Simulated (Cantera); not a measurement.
# Equilibrium for aluminium nitride and oxide growth: AlI3 + O2 + H2

Feed: 1 mol AlI3, 1.6 mol O2, 370 mol H2, held at 59.3 Torr.

Method: chemical equilibrium by Gibbs-energy minimisation in Cantera with the NASA 1993 tables (ideal gas, pure condensed phases). Candidate condensed phases: Al, AlI3, Al2O3, H2O, I2; 25 gas species. The tables' values for AlOH are old estimates; treat these amounts as uncertain. Rates play no part.

| T (°C) | x H2 | x H | x HI | x I | x H2O | x AlI | n Al2O3(s) |
|---|---|---|---|---|---|---|---|
| 552 | 0.987 | 2.80e-11 | 0.00804 | 3.53e-5 | 0.00458 | <1e-12 | 0.500 |
| 652 | 0.987 | 9.21e-10 | 0.00794 | 0.000130 | 0.00458 | <1e-12 | 0.500 |
| 752 | 0.987 | 1.54e-8 | 0.00771 | 0.000364 | 0.00458 | <1e-12 | 0.500 |
| 852 | 0.987 | 1.57e-7 | 0.00725 | 0.000820 | 0.00457 | <1e-12 | 0.500 |
| 952 | 0.987 | 1.10e-6 | 0.00653 | 0.00154 | 0.00457 | <1e-12 | 0.500 |
| 1052 | 0.987 | 5.78e-6 | 0.00560 | 0.00247 | 0.00457 | 2.80e-11 | 0.500 |
| 1152 | 0.987 | 2.41e-5 | 0.00459 | 0.00347 | 0.00457 | 5.24e-10 | 0.500 |
| 1252 | 0.987 | 8.36e-5 | 0.00365 | 0.00441 | 0.00457 | 6.23e-9 | 0.500 |
| 1352 | 0.987 | 0.000249 | 0.00285 | 0.00520 | 0.00456 | 5.15e-8 | 0.500 |
| 1452 | 0.987 | 0.000656 | 0.00222 | 0.00583 | 0.00456 | 3.19e-7 | 0.500 |
| 1552 | 0.986 | 0.00156 | 0.00173 | 0.00631 | 0.00456 | 1.57e-6 | 0.500 |
| 1652 | 0.984 | 0.00337 | 0.00137 | 0.00666 | 0.00456 | 6.34e-6 | 0.499 |
| 1752 | 0.981 | 0.00678 | 0.00109 | 0.00691 | 0.00458 | 2.17e-5 | 0.494 |
| 1852 | 0.975 | 0.0128 | 0.000870 | 0.00706 | 0.00467 | 6.33e-5 | 0.479 |
x: gas mole fraction; n: condensed amount in mol.

From 552 °C to 1852 °C the condensed part is Al2O3(s).
